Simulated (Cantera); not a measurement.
What does this Cantera script print?

```python
import numpy as np
import cantera as ct

gas = ct.Solution("gri30.yaml")
gas.TPX = 1025, 24000, {'CO': 0.027, 'O2': 0.05, 'H2O': 0.0003, 'N2': 1}
reactor = ct.IdealGasConstPressureReactor(gas, energy="off", clone=False)
net = ct.ReactorNet([reactor])
net.rtol, net.atol = 1e-08, 1e-18
show = ['CO', 'O2', 'H2O', 'NO', 'H', 'O', 'H2O2']
times = np.geomspace(1e-05, 1, 13)

steps = ct.SolutionArray(gas, extra=["t"])
rows = []
print(f"{'t/s':>10s}{'T/K':>9s}{'P/Pa':>11s}" + "".join(f"{s:>11s}" for s in show))
for t in times:
    while net.time < t:
        t_next = net.step()
        steps.append(gas.state, t=t_next)
    rows.append([np.interp(t, steps.t, y) for y in (steps.T, steps.P, *steps(*show).X.T)])
    print(f"{t:10.3e}{rows[-1][0]:9.1f}{rows[-1][1]:11.4g}" + "".join(f"{x:11.3e}" for x in rows[-1][2:]))
rate = np.gradient(steps.T, steps.t)
print("integrator steps:", len(steps.t))
if steps.T.max() > steps.T[0] + 200:
    print(f"time of steepest temperature rise: {steps.t[rate.argmax()]:.4e} s")
gas.TPX = 1025, 24000, {'CO': 0.027, 'O2': 0.05, 'H2O': 0.0003, 'N2': 1}
gas.equilibrate("TP")
print(f"equilibrium (TP): T = {gas.T:.1f} K  " + "  ".join(f"{s} {gas[s].X[0]:.3e}" for s in show))
```

Result:

```
       t/s      T/K       P/Pa         CO         O2        H2O         NO          H          O       H2O2
 1.000e-05   1025.0    2.4e+04  2.506e-02  4.641e-02  2.785e-04  6.776e-25  1.552e-17  5.266e-12  2.073e-25
 2.610e-05   1025.0    2.4e+04  2.506e-02  4.641e-02  2.785e-04  5.282e-24  1.740e-16  1.374e-11  1.419e-24
 6.813e-05   1025.0    2.4e+04  2.506e-02  4.641e-02  2.785e-04  4.232e-23  2.030e-15  3.584e-11  1.002e-23
 1.778e-04   1025.0    2.4e+04  2.506e-02  4.641e-02  2.785e-04  3.276e-22  2.083e-14  9.339e-11  1.015e-22
 4.642e-04   1025.0    2.4e+04  2.506e-02  4.641e-02  2.785e-04  2.378e-21  1.629e-13  2.427e-10  2.752e-21
 1.212e-03   1025.0    2.4e+04  2.506e-02  4.641e-02  2.785e-04  1.648e-20  9.552e-13  6.281e-10  1.082e-19
 3.162e-03   1025.0    2.4e+04  2.506e-02  4.641e-02  2.785e-04  1.124e-19  4.241e-12  1.618e-09  3.733e-18
 8.254e-03   1025.0    2.4e+04  2.506e-02  4.641e-02  2.785e-04  7.682e-19  1.607e-11  4.177e-09  1.222e-16
 2.154e-02   1025.0    2.4e+04  2.506e-02  4.641e-02  2.785e-04  5.659e-18  6.908e-11  1.167e-08  6.937e-15
 5.623e-02   1025.0    2.4e+04  2.506e-02  4.641e-02  2.785e-04  7.924e-17  5.251e-10  5.841e-08  9.739e-13
 1.468e-01   1025.0    2.4e+04  2.505e-02  4.640e-02  2.782e-04  2.653e-13  9.176e-08  5.520e-06  3.240e-09
 3.831e-01   1025.0    2.4e+04  9.150e-03  3.859e-02  2.652e-04  1.187e-07  1.275e-05  2.692e-04  5.680e-09
 1.000e+00   1025.0    2.4e+04  1.432e-03  3.498e-02  2.785e-04  1.865e-07  1.025e-06  4.453e-05  5.892e-09
integrator steps: 947
equilibrium (TP): T = 1025.0 K  CO 3.927e-11  O2 3.430e-02  H2O 2.820e-04  NO 1.816e-05  H 6.734e-15  O 1.256e-10  H2O2 9.847e-14
```

Model: GRI-Mech 3.0 (53 species, 325 reactions), integrated in Cantera.
